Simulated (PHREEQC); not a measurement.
**Spent oxide etchant: speciation**

Consider water at 25 °C with 5.2 mmol/kgw NH4HF2, 0.53 mmol/kgw H2SiF6 and 120 mmol/kgw HBF4. Closed to the air; pH follows from the charge balance.

All values are PHREEQC results (ion-association model, wateq4f.dat), not measurements.

This is a speciation only: nothing precipitates in the calculation.

Task: Predict the pH, ionic strength.

Result: pH 1.03; ionic strength 0.120 mol/kgw.

Task: In which forms is B present?

Result: BF4- 97 %, BF3OH- 1.9 %, H3BO3 1.4 % of the B.

SiF6-2 is the database's only silicon fluoride. Real BF4- forms and hydrolyses slowly; the run takes it at equilibrium.
